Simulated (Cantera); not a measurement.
An adiabatic, constant-volume homogeneous reactor starts with CH4 : H2 : O2 : N2 = 1 : 0.55 : 1.62 : 6.11 (molar parts), at 1025 K and 1000000 Pa. Integrator tolerance rtol = 1e-08.

Model: GRI-Mech 3.0 (53 species, 325 reactions), integrated in Cantera.

What does this change do: initial temperature 1025 to 1698 K?


| quantity | before | after |
|---|---|---|
| time of steepest temperature rise | 5.77 ms | 12.1 µs |
| temperature at 2.00 s | 2898 K | 3217 K |
| equilibrium temperature | 2898 K | 3217 K |
| x(CH4) at 2.00 s | 6.95e-11 (gas-phase equilibrium 7.89e-11) | 1.98e-11 (gas-phase equilibrium 2.32e-11) |
| x(H2) at 2.00 s | 0.0643 (gas-phase equilibrium 0.0643) | 0.0687 (gas-phase equilibrium 0.0687) |
| x(O2) at 2.00 s | 0.000303 (gas-phase equilibrium 0.000303) | 0.00245 (gas-phase equilibrium 0.00245) |
| x(CO) at 2.00 s | 0.0725 (gas-phase equilibrium 0.0725) | 0.0765 (gas-phase equilibrium 0.0765) |
| x(OH) at 2.00 s | 0.00491 (gas-phase equilibrium 0.00491) | 0.0167 (gas-phase equilibrium 0.0167) |
| x(CO2) at 2.00 s | 0.0303 (gas-phase equilibrium 0.0303) | 0.0245 (gas-phase equilibrium 0.0245) |
Above 3000 K some thermodynamic fits are extrapolated.

What does this change do: N2 6.11 to 16 parts?


| quantity | before | after |
|---|---|---|
| time of steepest temperature rise | 5.77 ms | 10.0 ms |
| temperature at 2.00 s | 2898 K | 2104 K |
| equilibrium temperature | 2898 K | 2104 K |
| x(CH4) at 2.00 s | 6.95e-11 (gas-phase equilibrium 7.89e-11) | 1.38e-10 (gas-phase equilibrium 1.53e-10) |
| x(H2) at 2.00 s | 0.0643 (gas-phase equilibrium 0.0643) | 0.0343 (gas-phase equilibrium 0.0343) |
| x(O2) at 2.00 s | 0.000303 (gas-phase equilibrium 0.000303) | 1.41e-7 (gas-phase equilibrium 1.41e-7) |
| x(CO) at 2.00 s | 0.0725 (gas-phase equilibrium 0.0725) | 0.0327 (gas-phase equilibrium 0.0327) |
| x(OH) at 2.00 s | 0.00491 (gas-phase equilibrium 0.00491) | 4.36e-5 (gas-phase equilibrium 4.36e-5) |
| x(CO2) at 2.00 s | 0.0303 (gas-phase equilibrium 0.0303) | 0.0185 (gas-phase equilibrium 0.0185) |
